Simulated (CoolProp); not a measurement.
Vapour pressure (bar) of propylene: the reference equation beside estimates from Tc = 364.2 K, pc = 45.55 bar, ω = 0.146. Clausius-Clapeyron is anchored at 197.1 K with a constant enthalpy of vaporisation of 19.72 kJ/mol.

Model: reference Helmholtz-energy equation of state, Lemmon 2013, in CoolProp.

```tsv
T (K)	reference	Lee-Kesler	Clausius-Clapeyron	van der Waals	Soave-Redlich-Kwong
177.5	0.05708	0.05540	0.05938	1.062	___
182.4	0.08297	0.08055	0.08502	1.280	0.08138
187.3	0.1179	0.1146	0.1195	1.528	0.1157
192.2	0.1642	0.1598	0.1650	1.808	0.1612
197.1	0.2243	0.2187	0.2243	2.123	0.2205
202	0.3011	0.2943	0.3003	2.475	0.2964
206.9	0.3979	0.3898	0.3966	2.865	0.3921
211.8	0.5182	0.5089	0.5170	3.296	0.5113
216.7	0.6656	0.6554	0.6661	3.769	0.6577
221.6	0.8443	___	0.8485	4.287	0.8355
226.5	1.059	1.048	1.070	4.851	1.049
231.4	1.313	___	1.335	5.464	1.303
236.3	1.613	1.603	1.651	6.126	1.603
241.2	___	1.954	2.025	6.840	1.953
```

Question: Some entries are withheld; supply them.

Answer: 
- 177.5, Soave-Redlich-Kwong: 0.05598
- 221.6, Lee-Kesler: 0.8335
- 231.4, Lee-Kesler: 1.302
- 241.2, reference: 1.962

Absolute difference from the reference over all 14 rows, mean and median: Lee-Kesler 1.8 and 1.9 %, Clausius-Clapeyron 1.3 and 0.8 %, van der Waals 728.7 and 578.0 %, Soave-Redlich-Kwong 1.3 and 1.4 %.
